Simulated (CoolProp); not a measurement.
Vapour-liquid equilibrium of n-hexane (1) + benzene (2) at 151.85 °C; x and y are mole fractions of (1).

Values from CoolProp's multi-fluid Helmholtz-energy mixture model, Thol 2019 and Thol 2012; pair parameters Bell 2016.

```json
[
 {"x": "0.05", "bubble pressure, mixture model (bar)": "6.287", "bubble pressure, Raoult's law (bar)": "6.135", "y, mixture model": "0.080", "y, Raoult's law": "0.064"},
 {"x": "0.2", "bubble pressure, mixture model (bar)": "6.848", "bubble pressure, Raoult's law (bar)": "6.399", "y, mixture model": "0.269", "y, Raoult's law": "0.244"},
 {"x": "0.35", "bubble pressure, mixture model (bar)": "7.240", "bubble pressure, Raoult's law (bar)": "6.663", "y, mixture model": "0.416", "y, Raoult's law": "0.410"},
 {"x": "0.5", "bubble pressure, mixture model (bar)": "7.513", "bubble pressure, Raoult's law (bar)": "6.928", "y, mixture model": "0.547", "y, Raoult's law": "0.564"},
 {"x": "0.65", "bubble pressure, mixture model (bar)": "7.695", "bubble pressure, Raoult's law (bar)": "7.192", "y, mixture model": "0.675", "y, Raoult's law": "0.706"},
 {"x": "0.8", "bubble pressure, mixture model (bar)": "7.795", "bubble pressure, Raoult's law (bar)": "7.457", "y, mixture model": "0.807", "y, Raoult's law": "0.838"},
 {"x": "0.95", "bubble pressure, mixture model (bar)": "7.818", "bubble pressure, Raoult's law (bar)": "7.721", "y, mixture model": "0.950", "y, Raoult's law": "0.961"}
]
```

The largest gap from Raoult's law is +8.7 % in bubble pressure, at x = 0.35. y crosses x between x = 0.8 and 0.95: the model has an azeotrope there.

Pair parameters are fitted to limited data, so mixtures are less certain than the pure fluids.
